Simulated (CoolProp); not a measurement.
Vapour-liquid equilibrium of neopentane (1) + n-pentane (2) at 0.0501 MPa; x and y are mole fractions of (1).

The numbers come from the multi-fluid Helmholtz-energy mixture model, Lemmon 2006 and Thol 2019; pair parameters Bell 2016 in CoolProp.

```csv
x,"bubble temperature, mixture model (°C)","bubble temperature, Raoult's law (°C)","y, mixture model","y, Raoult's law"
0.05,…,14.9,0.123,0.122
0.125,12.0,12.1,0.278,0.278
0.2,9.4,9.6,…,0.406
0.275,7.0,7.3,0.511,0.512
0.35,…,5.1,…,0.602
0.425,2.8,3.1,…,0.678
0.5,1.0,1.2,…,0.742
0.575,-0.7,-0.5,0.792,0.797
0.65,-2.3,-2.2,0.840,0.845
0.725,-3.8,-3.7,…,0.887
0.8,-5.2,-5.1,0.919,0.923
0.875,-6.5,-6.5,0.952,0.955
0.95,-7.8,-7.8,0.982,0.983
```

Q: Fill in the missing entries.

A: 
- 0.05, bubble temperature, mixture model (°C): 14.8
- 0.2, y, mixture model: 0.405
- 0.35, bubble temperature, mixture model (°C): 4.8
- 0.35, y, mixture model: 0.599
- 0.425, y, mixture model: 0.674
- 0.5, y, mixture model: 0.737
- 0.725, y, mixture model: 0.882

The largest gap from Raoult's law is -0.3 K in bubble temperature, at x = 0.35. No azeotrope shows between x = 0.05 and 0.95.

The pair parameters rest on a limited set of measurements; away from them the model extrapolates.
